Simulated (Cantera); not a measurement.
**Ammonia decomposition in nitride growth gas**

An isothermal, constant-pressure homogeneous reactor starts with NH₃ : N₂ = 1 : 14 (molar parts), at 1850 K and 3200 Pa.

Model: the gas-phase N/H chemistry of the illustrative SiF4/NH3 mechanism in the Surface Chemkin manual (1991), integrated in Cantera. Walls and surfaces, which speed up NH3 decomposition in real reactors, are not modelled.

```
t (s)      x NH₃    x N₂H₄    x N₂H₂      x NH     x NH₂
--------  ------  --------  --------  --------  --------
9.00e-6   0.0667    <1e-12    <1e-12    <1e-12   3.97e-8
3.21e-5   0.0667    <1e-12    <1e-12    <1e-12   1.74e-7
0.000115  0.0667    <1e-12  1.30e-12  2.29e-11   7.76e-7
0.000408  0.0667    <1e-12  3.34e-11  4.15e-10   3.04e-6
0.00146   0.0667  6.78e-12  5.45e-10   7.50e-9   1.11e-5
0.00520   0.0666  8.70e-11   8.82e-9   1.24e-7   3.96e-5
0.0185    0.0665   1.04e-9   1.31e-7   8.74e-7  0.000137
0.0661    0.0652   3.97e-9   6.42e-7   3.03e-6  0.000267
0.236     0.0595   2.22e-9   5.30e-7   4.37e-6  0.000200
0.841     0.0451  9.73e-10   3.10e-7   4.39e-6  0.000132
3.00      0.0205  2.47e-10   1.01e-7   3.11e-6   6.67e-5
```
x: mole fraction; the columns are a selection and need not sum to one.

Equilibrium at this temperature and pressure: NH₃ 2.27e-8, N₂H₄ <1e-12, N₂H₂ <1e-12, NH 2.67e-10, NH₂ 6.18e-10 (gas phase only).
